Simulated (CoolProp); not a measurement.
Computed with CoolProp (reference Helmholtz-energy equation of state, Gao 2016).

### Question
Give the vapour pressure (MPa), liquid density (kg/m³), vapour density (kg/m³), liquid cp (kJ/(kg K)) of saturated sulfur dioxide at -35.45 °C.

### Answer
| T (°C) | p (MPa) | liquid density (kg/m³) | vapour density (kg/m³) | liquid cp (kJ/(kg K)) |
|---|---|---|---|---|
| -35.45 | 0.0281 | 1530 | 0.922 | 1.36 |
